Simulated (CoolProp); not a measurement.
C3F8 (R218) at 257.13 K and 16.2 MPa is throttled through a valve to 9.43 MPa with no heat exchange. Each further row changes one setting.

Computed with CoolProp (reference Helmholtz-energy equation of state, Lemmon 2006). It is a short technical equation, of lower accuracy than the large ones.

```json
[
 {"case": "as stated", "temperature change (K)": "+1.9", "final density (kg/m³)": "(withheld)"},
 {"case": "outlet pressure 2.83 MPa", "temperature change (K)": "(withheld)", "final density (kg/m³)": "(withheld)"},
 {"case": "outlet pressure 12.3 MPa", "temperature change (K)": "+1.2", "final density (kg/m³)": "1590"}
]
```

Problem. Some entries are withheld; supply them.

Solution. 
- as stated, final density (kg/m³): 1570
- outlet pressure 2.83 MPa, temperature change (K): +3.5
- outlet pressure 2.83 MPa, final density (kg/m³): 1530
